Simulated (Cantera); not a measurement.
Pyrogenic steam for wet oxidation

An isothermal, constant-pressure homogeneous reactor starts with 2.29 % H2, 6.02 % O2, 90.3 % N2, 1.38 % H2O, equivalence ratio 0.19, at 1375 K and 0.810 bar.

Computed with Cantera and GRI-Mech 3.0 (53 species, 325 reactions).

```csv
t (s),x H2,x O2,x O,x NO,x HO2,x NO2,x H2O2
4.00e-5,0.0229,0.0602,6.53e-7,<1e-12,1.60e-7,<1e-12,6.23e-10
8.92e-5,0.0208,0.0590,0.000463,1.10e-9,1.37e-5,<1e-12,1.66e-7
0.000199,0.00145,0.0484,0.00357,1.79e-6,1.21e-5,7.12e-10,9.51e-7
0.000443,0.000426,0.0489,0.000977,2.49e-6,8.82e-6,2.48e-9,5.96e-7
0.000988,8.63e-5,0.0492,0.000191,2.55e-6,3.86e-6,7.37e-9,2.46e-7
0.00220,1.71e-5,0.0493,3.90e-5,2.55e-6,1.14e-6,1.42e-8,8.51e-8
0.00491,4.08e-6,0.0493,1.00e-5,2.55e-6,3.31e-7,1.70e-8,2.98e-8
0.0110,1.22e-6,0.0493,3.20e-6,2.55e-6,1.10e-7,1.49e-8,1.12e-8
0.0244,4.35e-7,0.0493,1.19e-6,2.55e-6,4.33e-8,1.12e-8,4.60e-9
0.0545,1.79e-7,0.0493,5.02e-7,2.56e-6,2.20e-8,8.78e-9,2.06e-9
0.121,8.97e-8,0.0493,2.52e-7,2.56e-6,1.57e-8,8.28e-9,1.08e-9
0.271,6.22e-8,0.0493,1.73e-7,2.56e-6,1.45e-8,8.81e-9,7.62e-10
0.604,5.75e-8,0.0493,1.59e-7,2.56e-6,1.43e-8,9.02e-9,7.05e-10
1.35,5.72e-8,0.0493,1.58e-7,2.56e-6,1.43e-8,9.04e-9,7.01e-10
3.00,5.72e-8,0.0493,1.58e-7,2.56e-6,1.43e-8,9.04e-9,7.01e-10
```
x: mole fraction; the columns are a selection and need not sum to one.

Equilibrium at this temperature and pressure: H2 5.73e-8, O2 0.0492, O 1.58e-7, NO 0.000329, HO2 1.43e-8, NO2 1.16e-6, H2O2 7.00e-10 (gas phase only).
